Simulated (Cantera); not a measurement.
NO annealing gas

An isothermal, constant-pressure homogeneous reactor starts with 87.7 % NO, 12.3 % N2, at 2200 K and 1.00 bar.

Computed with Cantera and GRI-Mech 3.0 (53 species, 325 reactions).

| t (s) | x NO | x NO2 | x O2 | x O | x N2O | x N2 |
|---|---|---|---|---|---|---|
| 2.00e-5 | 0.877 | 2.02e-5 | 1.90e-6 | 5.15e-5 | 6.19e-5 | 0.123 |
| 8.43e-5 | 0.877 | 0.000134 | 4.32e-5 | 0.000192 | 0.000204 | 0.123 |
| 0.000356 | 0.874 | 0.000322 | 0.000932 | 0.000417 | 0.000374 | 0.124 |
| 0.00150 | 0.864 | 0.000364 | 0.00610 | 0.000470 | 0.000378 | 0.129 |
| 0.00632 | 0.819 | 0.000471 | 0.0281 | 0.000616 | 0.000332 | 0.151 |
| 0.0267 | 0.644 | 0.000630 | 0.115 | 0.000997 | 0.000193 | 0.239 |
| 0.112 | 0.234 | 0.000368 | 0.320 | 0.00156 | 2.39e-5 | 0.444 |
| 0.474 | 0.0276 | 4.99e-5 | 0.423 | 0.00177 | 9.19e-7 | 0.547 |
| 2.00 | 0.0152 | 2.76e-5 | 0.430 | 0.00178 | 7.08e-7 | 0.553 |
x: mole fraction; the columns are a selection and need not sum to one.

Equilibrium at this temperature and pressure: NO 0.0152, NO2 2.76e-5, O2 0.430, O 0.00178, N2O 7.08e-7, N2 0.553 (gas phase only).
